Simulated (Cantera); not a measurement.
Cantera run, input and output.

```python
import numpy as np
import cantera as ct

gas = ct.Solution("gri30.yaml")
gas.TPX = 1800, 13332, {'CH4': 0.019, 'H2': 1, 'H': 0.013}
reactor = ct.IdealGasConstPressureReactor(gas, energy="off", clone=False)
net = ct.ReactorNet([reactor])
net.rtol, net.atol = 1e-08, 1e-18
show = ['CH4', 'H2', 'H', 'CH2', 'C2H4', 'CH3']
times = np.geomspace(0.0002, 300, 9)

steps = ct.SolutionArray(gas, extra=["t"])
rows = []
print(f"{'t/s':>10s}{'T/K':>9s}{'P/Pa':>11s}" + "".join(f"{s:>11s}" for s in show))
for t in times:
    while net.time < t:
        t_next = net.step()
        steps.append(gas.state, t=t_next)
    rows.append([np.interp(t, steps.t, y) for y in (steps.T, steps.P, *steps(*show).X.T)])
    print(f"{t:10.3e}{rows[-1][0]:9.1f}{rows[-1][1]:11.4g}" + "".join(f"{x:11.3e}" for x in rows[-1][2:]))
rate = np.gradient(steps.T, steps.t)
print("integrator steps:", len(steps.t))
if steps.T.max() > steps.T[0] + 200:
    print(f"time of steepest temperature rise: {steps.t[rate.argmax()]:.4e} s")
gas.TPX = 1800, 13332, {'CH4': 0.019, 'H2': 1, 'H': 0.013}
gas.equilibrate("TP")
print(f"equilibrium (TP): T = {gas.T:.1f} K  " + "  ".join(f"{s} {gas[s].X[0]:.3e}" for s in show))
```

Output:

```
       t/s      T/K       P/Pa        CH4         H2          H        CH2       C2H4        CH3
 2.000e-04   1800.0  1.333e+04  1.552e-02  9.764e-01  5.697e-03  8.375e-06  1.159e-04  1.805e-03
 1.183e-03   1800.0  1.333e+04  1.548e-02  9.806e-01  2.107e-03  1.402e-06  5.466e-05  6.671e-04
 6.999e-03   1800.0  1.333e+04  1.483e-02  9.822e-01  9.606e-04  3.011e-07  2.568e-05  2.919e-04
 4.141e-02   1800.0  1.333e+04  1.205e-02  9.837e-01  9.426e-04  2.378e-07  2.252e-05  2.324e-04
 2.449e-01   1800.0  1.333e+04  5.646e-03  9.870e-01  9.638e-04  1.189e-07  2.204e-05  1.110e-04
 1.449e+00   1800.0  1.333e+04  1.440e-03  9.892e-01  9.794e-04  3.183e-08  2.571e-05  2.871e-05
 8.572e+00   1800.0  1.333e+04  7.101e-04  9.896e-01  9.825e-04  1.587e-08  2.668e-05  1.420e-05
 5.071e+01   1800.0  1.333e+04  7.067e-04  9.896e-01  9.825e-04  1.579e-08  2.669e-05  1.414e-05
 3.000e+02   1800.0  1.333e+04  7.067e-04  9.896e-01  9.825e-04  1.579e-08  2.669e-05  1.414e-05
integrator steps: 1224
equilibrium (TP): T = 1800.0 K  CH4 7.067e-04  H2 9.896e-01  H 9.825e-04  CH2 1.579e-08  C2H4 2.669e-05  CH3 1.414e-05
```

Detailed kinetics in Cantera: GRI-Mech 3.0 (53 species, 325 reactions). GRI-Mech 3.0 stops at C3 and has no aromatics, soot or wall deposition, so with more carbon than oxygen in the feed, carbon stays in small species such as C2H2 where larger ones or solid carbon would form.
